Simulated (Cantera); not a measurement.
Cantera run:

```python
import numpy as np
import cantera as ct

gas_names = """
    O O2 O3 S SO SO2 SO3 S2 S2O S8
""".split()
cond_names = """
    S(cr1) S(cr2) S(L)
""".split()


def load(file, names, dense=False):
    # The tables refer to 1 bar. Condensed volumes are neglected.
    table = {s.name: s for s in ct.Species.list_from_file(file)}
    out = []
    for n in names:
        d = dict(table[n].input_data)
        d["thermo"] = dict(d["thermo"], **{"reference-pressure": 1e5})
        if dense:
            d["equation-of-state"] = {"model": "constant-volume", "density": "1e6 g/cm^3"}
        out.append(ct.Species.from_dict(d))
    return out


gas = ct.Solution(thermo="ideal-gas", species=load("nasa_gas.yaml", gas_names))
cond = {s.name: ct.Solution(thermo="fixed-stoichiometry", species=[s], name=s.name)
        for s in load("nasa_condensed.yaml", cond_names, dense=True)}
atoms = {
    'S': {'S': 1},
    'O2': {'O': 2},
}
top_T = {}  # K; cautious upper limits of use, not melting points


def equilibrate(T, P, feed):
    n = {}
    for name, mol in feed.items():
        for a, k in atoms[name].items():
            n[a] = n.get(a, 0.0) + k * mol
    gas.TPX = T, P, n
    mass = sum(n.values()) * gas.mean_molecular_weight
    gas.equilibrate("TP")
    valid = [c for c in cond.values() if c.min_temp <= T <= top_T.get(c.name, c.max_temp)]
    mix = ct.Mixture([(gas, mass / gas.mean_molecular_weight)] + [(c, 0.0) for c in valid])
    mix.T, mix.P = T, P
    mix.equilibrate("TP", solver="vcs", rtol=1e-11, max_steps=5000)
    return mix


results = []
feed = {'S': 1, 'O2': 0.15}  # mol
T = 2450  # K
P = 100000  # Pa
mix = equilibrate(T, P, feed)
results.append((T, P, feed, dict(zip(mix.species_names, mix.species_moles))))
print(gas.report(threshold=1e-05))
for i in range(1, mix.n_phases):
    print(f"{mix.phase(i).name:16s} {mix.phase_moles(i):12.5e} mol")
```

Output:

```
       temperature   2450 K
          pressure   1e+05 Pa
           density   0.30035 kg/m^3
  mean mol. weight   61.182 kg/kmol
   phase of matter   gas

                          1 kg             1 kmol
                     ---------------   ---------------
          enthalpy        2.0708e+06         1.267e+08  J
   internal energy        1.7378e+06        1.0633e+08  J
           entropy            5232.2        3.2012e+05  J/K
    Gibbs function       -1.0748e+07       -6.5759e+08  J
 heat capacity c_p            712.03             43563  J/K
 heat capacity c_v            576.13             35249  J/K

                      mass frac. Y      mole frac. X     chem. pot. / RT
                     ---------------   ---------------   ---------------
                 O        1.5295e-05        5.8488e-05           -20.014
                O2        1.4086e-05        2.6934e-05           -40.028
                 S          0.014905          0.028443           -13.444
                SO           0.10862           0.13828           -33.458
               SO2           0.18138           0.17324           -53.472
                S2           0.67793           0.64687           -26.888
               S2O          0.017134          0.013084           -46.902
     [   +3 minor]        2.3769e-06        1.8165e-06

S(L)              0.00000e+00 mol
```

Cantera equilibrium calculation (NASA polynomials, part measured and part estimated; ideal gas, pure solids and liquids).
